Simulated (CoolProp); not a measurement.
Values from CoolProp's reference Helmholtz-energy equation of state, Wagner 2002.

Q: For water, give the phase and the density (kg/m³), cv (kJ/(kg K)), expansivity (1/kK) at 411.3 K and 141 bar.

A: 
- 411.3 K and 141 bar: liquid; density 935, cv 3.56, expansivity 0.918
